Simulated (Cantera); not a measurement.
Feed: 1 mol SiC, 0.4 mol H2O, 360 mol N2, held at 4.00e-6 bar.

These are equilibrium values from Cantera (NASA tables, ideal gas, pure condensed phases), not measurements of a reactor. Candidate condensed phases: C, C6H6, C7H8, C8H18, H2O, Si, SiC, SiO2, Si2N2O, Si3N4; 151 gas species. Rates play no part.

Problem. At 1927 °C, list the 7 most abundant gas species with their mole fractions, and the condensed phases.

Solution. N2 0.992, Si 0.00271, H 0.00220, CN 0.00125, CO 0.00110, C 0.000158, SiC2 4.47e-5. Condensed: gas only.
